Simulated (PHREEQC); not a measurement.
2.3 g of hydrous ferric oxide (600 m²/g; 0.2 weak and 0.005 strong sites per Fe, Dzombak-Morel constants, diffuse double layer) in 1 kg of water with 0.001 mol/kgw of an inert sodium salt, at 25 °C; the pH is set by adding NaOH or the inert anion's acid. Oxygen alone is held at its pressure in air (log pO2 = -0.68). The system is closed to CO2. Precipitation was switched off in this run.

Computed with PHREEQC (ion-association model, wateq4f.dat).

Question: Predict surface charge σ (C/m²), surface potential ψ (mV) at pH = 4, 5.

Answer: 
| pH | surface charge σ (C/m²) | surface potential ψ (mV) |
|---|---|---|
| 4 | 0.143 | 204 |
| 5 | 0.057 | 167 |

The oxide is taken as insoluble; below pH 4 it would dissolve.
